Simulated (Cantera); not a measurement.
A freely propagating, adiabatic, planar premixed flame of C3H8 : O2 : N2 = 1 : 6.25 : 23.5 (molar parts), unburnt at 425 K and 10.0 bar; mixture-averaged transport, grid criteria slope 0.08 and curve 0.16, no radiation.

Model: GRI-Mech 3.0 (53 species, 325 reactions), integrated in Cantera. GRI-Mech 3.0 was tuned for natural gas; its chemistry of propane as a main component is partial and can be far from experiment. Burning velocities carry a grid error of a few per cent, more on coarse grids.

Problem. How do the results move with these cheaper or finer settings: unity-Lewis-number transport; multicomponent transport; multicomponent+Soret transport; grid criteria slope 0.5, curve 1; grid criteria slope 0.25, curve 0.5; grid criteria slope 0.03, curve 0.06?

Solution. 
| setting | laminar burning velocity | thermal thickness | peak x(C2H) | peak x(HCN) | grid points |
|---|---|---|---|---|---|
| as above | 31.0 cm/s | 0.0644 mm | 3.80e-7 | 4.41e-7 | 133 |
| unity-Lewis-number transport | 28.2 cm/s | 0.0656 mm | 4.47e-7 | 5.88e-7 | 131 |
| multicomponent transport | 31.3 cm/s | 0.0650 mm | 3.84e-7 | 4.46e-7 | 133 |
| multicomponent+Soret transport | 31.1 cm/s | 0.0650 mm | 3.84e-7 | 4.46e-7 | 134 |
| grid criteria slope 0.5, curve 1 | 34.3 cm/s | 0.0694 mm | 3.80e-7 | 4.63e-7 | 33 |
| grid criteria slope 0.25, curve 0.5 | 31.9 cm/s | 0.0669 mm | 3.61e-7 | 4.20e-7 | 55 |
| grid criteria slope 0.03, curve 0.06 | 30.1 cm/s | 0.0643 mm | 3.63e-7 | 4.17e-7 | 355 |
The base run took about 13 core-seconds (a rough figure).
Unity Lewis numbers drop preferential diffusion, which matters most where H2 and H carry the flame; Soret adds thermal diffusion.
